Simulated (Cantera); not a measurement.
Equilibrium for roasting and sulfation: Fe2O3 + SO3 + N2

Input: 1 mol Fe2O3, 0.17 mol SO3, 19 mol N2, at 13.3 mbar.

Method: chemical equilibrium by Gibbs-energy minimisation in Cantera with the NASA 1993 tables (ideal gas, pure condensed phases). Candidate condensed phases: Fe, FeO, FeS, FeSO4, FeS2, Fe2O3, Fe2(SO4)3, Fe3O4, S; 19 gas species. Equilibrium is a limit: real reactors are often held back by kinetics, nucleation or transport.

From 1100 K to 1300 K the condensed part is Fe2O3(s). From 1400 K to 1800 K the condensed part is Fe3O4(s).

```json
[
 {"T (K)": "1100", "x N2": "0.987", "x O2": "0.00439", "x SO2": "0.00879", "x NO": "1.37e-5", "x O": "1.43e-9", "x SO3": "4.18e-5", "x SO": "6.02e-11", "n Fe2O3(s)": "1.00", "n Fe3O4(s)": "0"},
 {"T (K)": "1200", "x N2": "0.987", "x O2": "0.00439", "x SO2": "0.00881", "x NO": "3.16e-5", "x O": "1.44e-8", "x SO3": "1.73e-5", "x SO": "9.48e-10", "n Fe2O3(s)": "1.00", "n Fe3O4(s)": "0"},
 {"T (K)": "1300", "x N2": "0.987", "x O2": "0.00438", "x SO2": "0.00882", "x NO": "6.40e-5", "x O": "1.01e-7", "x SO3": "8.23e-6", "x SO": "9.77e-9", "n Fe2O3(s)": "1.00", "n Fe3O4(s)": "0"},
 {"T (K)": "1400", "x N2": "0.978", "x O2": "0.0129", "x SO2": "0.00875", "x NO": "0.000200", "x O": "9.29e-7", "x SO3": "7.40e-6", "x SO": "4.16e-8", "n Fe2O3(s)": "0", "n Fe3O4(s)": "0.667"},
 {"T (K)": "1500", "x N2": "0.978", "x O2": "0.0128", "x SO2": "0.00875", "x NO": "0.000336", "x O": "3.97e-6", "x SO3": "4.27e-6", "x SO": "2.35e-7", "n Fe2O3(s)": "0", "n Fe3O4(s)": "0.667"},
 {"T (K)": "1600", "x N2": "0.978", "x O2": "0.0127", "x SO2": "0.00875", "x NO": "0.000530", "x O": "1.41e-5", "x SO3": "2.64e-6", "x SO": "1.07e-6", "n Fe2O3(s)": "0", "n Fe3O4(s)": "0.667"},
 {"T (K)": "1700", "x N2": "0.978", "x O2": "0.0125", "x SO2": "0.00875", "x NO": "0.000790", "x O": "4.34e-5", "x SO3": "1.72e-6", "x SO": "4.09e-6", "n Fe2O3(s)": "0", "n Fe3O4(s)": "0.667"},
 {"T (K)": "1800", "x N2": "0.978", "x O2": "0.0123", "x SO2": "0.00874", "x NO": "0.00112", "x O": "0.000117", "x SO3": "1.18e-6", "x SO": "1.35e-5", "n Fe2O3(s)": "0", "n Fe3O4(s)": "0.667"}
]
```
x: gas mole fraction; n: condensed amount in mol.
